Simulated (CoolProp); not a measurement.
Vapour-liquid equilibrium of propylene (1) + n-heptane (2) at 0.0547 MPa; x and y are mole fractions of (1).

The numbers come from the multi-fluid Helmholtz-energy mixture model, Lemmon 2013 and Span 2003; pair parameters Bell 2016 in CoolProp.

```json
[
 {"x": "0.05", "bubble temperature, mixture model (°C)": "22.9", "bubble temperature, Raoult's law (°C)": "19.6", "y, mixture model": "0.902", "y, Raoult's law": "0.920"},
 {"x": "0.2", "bubble temperature, mixture model (°C)": "-29.0", "bubble temperature, Raoult's law (°C)": "-23.2", "y, mixture model": "0.997", "y, Raoult's law": "0.995"},
 {"x": "0.35", "bubble temperature, mixture model (°C)": "-44.3", "bubble temperature, Raoult's law (°C)": "-37.6", "y, mixture model": "0.999", "y, Raoult's law": "0.999"},
 {"x": "0.5", "bubble temperature, mixture model (°C)": "-51.0", "bubble temperature, Raoult's law (°C)": "-45.9", "y, mixture model": "1.000", "y, Raoult's law": "1.000"},
 {"x": "0.65", "bubble temperature, mixture model (°C)": "-54.5", "bubble temperature, Raoult's law (°C)": "-51.6", "y, mixture model": "1.000", "y, Raoult's law": "1.000"},
 {"x": "0.8", "bubble temperature, mixture model (°C)": "-56.9", "bubble temperature, Raoult's law (°C)": "-55.9", "y, mixture model": "1.000", "y, Raoult's law": "1.000"},
 {"x": "0.95", "bubble temperature, mixture model (°C)": "-59.4", "bubble temperature, Raoult's law (°C)": "-59.3", "y, mixture model": "1.000", "y, Raoult's law": "1.000"}
]
```

The largest gap from Raoult's law is -6.7 K in bubble temperature, at x = 0.35. No azeotrope shows between x = 0.05 and 0.95.

Pair parameters are fitted to limited data, so mixtures are less certain than the pure fluids. The gap from Raoult's law changes sign with composition, which may be real or a fault of the pair parameters; it wasn't checked against measurements.
